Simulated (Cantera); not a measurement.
Input (Python, Cantera) and output of one run.

```python
import numpy as np
import cantera as ct

gas_names = """
    Electron AL AL+ AL- ALH ALN AL2 H H+ H- H2 H2+ H2- N N+ N- NH NH+ NH2 NH3 NH4+ N2 N2+ N2- N2H2 N2H4
""".split()
cond_names = """
    AL(cr) AL(L) ALN(s)
""".split()


# ... load() reads the species with a 1 bar reference pressure and builds the phases ...
atoms = {
    'AlN': {'AL': 1, 'N': 1},
    'H2': {'H': 2},
}
top_T = {'ALN(s)': 2750}  # K; cautious upper limits of use, not melting points


# ... equilibrate(T, P, feed) seeds the gas with the atoms and calls Mixture.equilibrate('TP', solver="vcs", rtol=1e-11, max_steps=5000) ...
results = []
feed = {'AlN': 1, 'H2': 0.5}  # mol
P = 14  # Pa
for T in [3000, 3500, 4000, 4500, 5000]:
    mix = equilibrate(T, P, feed)
    results.append((T, P, feed, dict(zip(mix.species_names, mix.species_moles))))
    x = sorted(zip(gas.X, gas.species_names), reverse=True)
    print(f"T = {T:g} K  P = {P:g} Pa  gas = {mix.phase_moles(0):.4g} mol")
    print("   x: " + "  ".join(f"{s} {v:.3e}" for v, s in x if v > 1e-06))
    print("   condensed (mol): " + ("  ".join(f"{mix.phase(i).name} {mix.phase_moles(i):.4g}"
          for i in range(1, mix.n_phases) if mix.phase_moles(i) > 1e-12) or "none"))
```

Output:

```
T = 3000 K  P = 14 Pa  gas = 2.508 mol
   x: H 3.970e-01  AL 3.950e-01  N2 1.991e-01  AL+ 3.747e-03  Electron 3.747e-03  H2 8.849e-04  N 5.252e-04  ALH 9.000e-06
   condensed (mol): none
T = 3500 K  P = 14 Pa  gas = 2.569 mol
   x: H 3.891e-01  AL 3.664e-01  N2 1.905e-01  AL+ 2.282e-02  Electron 2.282e-02  N 8.173e-03  H2 6.080e-05  ALH 1.439e-06
   condensed (mol): none
T = 4000 K  P = 14 Pa  gas = 2.808 mol
   x: H 3.561e-01  AL 2.755e-01  N2 1.491e-01  AL+ 8.066e-02  Electron 8.066e-02  N 5.792e-02  H2 6.989e-06
   condensed (mol): none
T = 4500 K  P = 14 Pa  gas = 3.372 mol
   x: H 2.966e-01  N 1.820e-01  AL+ 1.676e-01  Electron 1.676e-01  AL 1.290e-01  N2 5.726e-02  H2 1.030e-06
   condensed (mol): none
T = 5000 K  P = 14 Pa  gas = 3.826 mol
   x: H 2.614e-01  N 2.460e-01  Electron 2.236e-01  AL+ 2.236e-01  AL 3.781e-02  N2 7.706e-03
   condensed (mol): none
```

Equilibrium computed with Cantera from the NASA thermochemical tables; the gas is ideal and each condensed phase is pure.
